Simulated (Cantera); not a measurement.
Gas mixture: C2H2 : CO2 = 0.9 : 0.096 (molar parts), at 100000 Pa, frozen composition.

Cantera's kinetic-theory transport with the Lennard-Jones parameters of GRI-Mech 3.0, ideal gas; thermal conductivity in the mixture-averaged form. The composition is frozen, though it would react at the higher temperatures.

D: mixture-averaged diffusion coefficient of that species in the mixture.

```
T (K)  ρ (kg/m³)  cp (J/kg/K)   μ (µPa s)  λ (mW/m/K)     Pr  D (cm²/s) H2  D (cm²/s) NO  D (cm²/s) CH3
-----  ---------  -----------  ----------  ----------  -----  ------------  ------------  -------------
400        0.835         1779        14.3        34.5  0.735          1.04         0.278          0.304
650        0.514   (withheld)  (withheld)  (withheld)  0.737    (withheld)    (withheld)     (withheld)
900        0.371         2324        26.8        84.8  0.735          4.10          1.13           1.26
1150       0.290         2497        31.8         108  0.736          6.16          1.71           1.91
1400       0.239         2632        36.4         130  0.736          8.54          2.37           2.66
1650       0.202         2736        40.6         151  0.736          11.2          3.12           3.50
1900       0.176         2818        44.5  (withheld)  0.734    (withheld)    (withheld)     (withheld)
2150       0.155         2881        48.3         190  0.733          17.4          4.84           5.44
2400       0.139         2932        51.9         208  0.733          20.9          5.80           6.53
```

**Question.** Some entries are withheld; supply them.

**Answer.** 
- 650, cp (J/kg/K): 2107
- 650, μ (µPa s): 21.1
- 650, λ (mW/m/K): 60.4
- 650, D (cm²/s) H2: 2.38
- 650, D (cm²/s) NO: 0.649
- 650, D (cm²/s) CH3: 0.720
- 1900, λ (mW/m/K): 171
- 1900, D (cm²/s) H2: 14.2
- 1900, D (cm²/s) NO: 3.94
- 1900, D (cm²/s) CH3: 4.43
